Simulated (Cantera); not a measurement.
A Cantera script and its output.

```python
import numpy as np
import cantera as ct

gas = ct.Solution("h2o2.yaml")
gas.TPX = 1650, 1000000, {'H2': 1, 'O2': 1.28, 'N2': 11.5}
reactor = ct.IdealGasConstPressureReactor(gas, energy="on", clone=False)
net = ct.ReactorNet([reactor])
net.rtol, net.atol = 1e-08, 1e-16
show = ['H2', 'O2', 'O', 'OH', 'H', 'HO2']
times = np.geomspace(8e-06, 1, 14)

steps = ct.SolutionArray(gas, extra=["t"])
rows = []
print(f"{'t/s':>10s}{'T/K':>9s}{'P/Pa':>11s}" + "".join(f"{s:>11s}" for s in show))
for t in times:
    while net.time < t:
        t_next = net.step()
        steps.append(gas.state, t=t_next)
    rows.append([np.interp(t, steps.t, y) for y in (steps.T, steps.P, *steps(*show).X.T)])
    print(f"{t:10.3e}{rows[-1][0]:9.1f}{rows[-1][1]:11.4g}" + "".join(f"{x:11.3e}" for x in rows[-1][2:]))
rate = np.gradient(steps.T, steps.t)
print("integrator steps:", len(steps.t))
if steps.T.max() > steps.T[0] + 200:
    print(f"time of steepest temperature rise: {steps.t[rate.argmax()]:.4e} s")
gas.TPX = 1650, 1000000, {'H2': 1, 'O2': 1.28, 'N2': 11.5}
gas.equilibrate("HP")
print(f"equilibrium (HP): T = {gas.T:.1f} K  " + "  ".join(f"{s} {gas[s].X[0]:.3e}" for s in show))
```

It prints:

```
       t/s      T/K       P/Pa         H2         O2          O         OH          H        HO2
 8.000e-06   2113.0      1e+06  1.077e-03  5.705e-02  1.939e-03  4.791e-03  5.625e-04  1.676e-05
 1.973e-05   2144.0      1e+06  2.450e-04  5.799e-02  4.391e-04  2.409e-03  5.976e-05  5.042e-06
 4.867e-05   2151.0      1e+06  9.512e-05  5.828e-02  1.746e-04  1.542e-03  1.511e-05  3.085e-06
 1.200e-04   2151.7      1e+06  8.229e-05  5.831e-02  1.519e-04  1.441e-03  1.232e-05  2.940e-06
 2.961e-04   2151.7      1e+06  8.222e-05  5.831e-02  1.518e-04  1.441e-03  1.231e-05  2.939e-06
 7.302e-04   2151.7      1e+06  8.222e-05  5.831e-02  1.518e-04  1.441e-03  1.231e-05  2.939e-06
 1.801e-03   2151.7      1e+06  8.222e-05  5.831e-02  1.518e-04  1.441e-03  1.231e-05  2.939e-06
 4.442e-03   2151.7      1e+06  8.222e-05  5.831e-02  1.518e-04  1.441e-03  1.231e-05  2.939e-06
 1.096e-02   2151.7      1e+06  8.222e-05  5.831e-02  1.518e-04  1.441e-03  1.231e-05  2.939e-06
 2.702e-02   2151.7      1e+06  8.222e-05  5.831e-02  1.518e-04  1.441e-03  1.231e-05  2.939e-06
 6.665e-02   2151.7      1e+06  8.222e-05  5.831e-02  1.518e-04  1.441e-03  1.231e-05  2.939e-06
 1.644e-01   2151.7      1e+06  8.222e-05  5.831e-02  1.518e-04  1.441e-03  1.231e-05  2.939e-06
 4.054e-01   2151.7      1e+06  8.222e-05  5.831e-02  1.518e-04  1.441e-03  1.231e-05  2.939e-06
 1.000e+00   2151.7      1e+06  8.222e-05  5.831e-02  1.518e-04  1.441e-03  1.231e-05  2.939e-06
integrator steps: 1078
time of steepest temperature rise: 2.0340e-06 s
equilibrium (HP): T = 2151.7 K  H2 8.222e-05  O2 5.831e-02  O 1.518e-04  OH 1.441e-03  H 1.231e-05  HO2 2.939e-06
```

Cantera simulation using the H2/O2 subset of GRI-Mech 3.0, which has no nitrogen chemistry; the numbers are that mechanism's predictions, not measurements. The hydrogen kinetics of GRI-Mech 3.0 are dated; newer H2 mechanisms differ, most at raised pressure.
